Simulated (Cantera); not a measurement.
A freely propagating, adiabatic, planar premixed flame of H2 : O2 : N2 = 1 : 0.725 : 2.72 (molar parts), equivalence ratio 0.69, unburnt at 625 K and 0.110 bar; mixture-averaged transport, grid criteria slope 0.08 and curve 0.16, no radiation.

Detailed kinetics in Cantera: the H2/O2 subset of GRI-Mech 3.0, which has no nitrogen chemistry. Burning velocities carry a grid error of a few per cent, more on coarse grids. Lean hydrogen flames are cellular in practice and burn faster than this planar one.

### Question
What does this change do: inlet temperature 625 to 425 K?

### Answer
| quantity | before | after |
|---|---|---|
| laminar burning velocity | 526 cm/s | 241 cm/s |
| thermal thickness | 8.67 mm | 7.10 mm |
| peak x(OH) | 0.0158 | 0.0126 |
| peak x(HO2) | 4.06e-5 | 8.75e-5 |
| peak x(O) | 0.0184 | 0.0145 |
| peak x(H) | 0.0610 | 0.0469 |

### Question
What does this change do: inlet temperature 625 to 348 K?

### Answer
```tsv
quantity	before	after
laminar burning velocity	526 cm/s	170 cm/s
thermal thickness	8.67 mm	6.48 mm
peak x(OH)	0.0158	0.0114
peak x(HO2)	4.06e-5	0.000107
peak x(O)	0.0184	0.0131
peak x(H)	0.0610	0.0416
```

### Question
What does this change do: H2 1 to 1.3 parts?

### Answer
```csv
quantity,before,after
laminar burning velocity,526 cm/s,605 cm/s
thermal thickness,8.67 mm,8.74 mm
peak x(OH),0.0158,0.0197
peak x(HO2),4.06e-5,3.89e-5
peak x(O),0.0184,0.0179
peak x(H),0.0610,0.0853
```
